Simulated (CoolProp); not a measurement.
C2F6 (R116) at several states: Z from the reference equation and from simpler models built on Tc = 293.0 K, pc = 3.048 MPa, ω = 0.257; each cubic takes its own stable root.

Computed with CoolProp (reference Helmholtz-energy equation of state, Lemmon 2006). It is a short technical equation, of lower accuracy than the large ones.

| T (K) | p (MPa) | phase | reference |
|---|---|---|---|
| 411.8 | 2.65 | gas | 0.9208 |
| 204.7 | 1.58 | liquid | 0.08165 |
| 287.5 | 14.3 | liquid | 0.6443 |
| 413.9 | 0.0464 | gas | 0.9986 |
| 242.1 | 1.59 | liquid | 0.07918 |

**Question.** How far does each simpler model (van der Waals, Redlich-Kwong, Peng-Robinson) lie from the reference over these 5 states: mean and median of the absolute difference, and the worst?

**Answer.** 
- van der Waals: mean 30.7 %, median 34.1 %, worst +58.5 % at 242.1 K and 1.59 MPa
- Redlich-Kwong: mean 5.6 %, median 4.3 %, worst +12.6 % at 242.1 K and 1.59 MPa
- Peng-Robinson: mean 4.3 %, median 5.4 %, worst -7.5 % at 204.7 K and 1.58 MPa
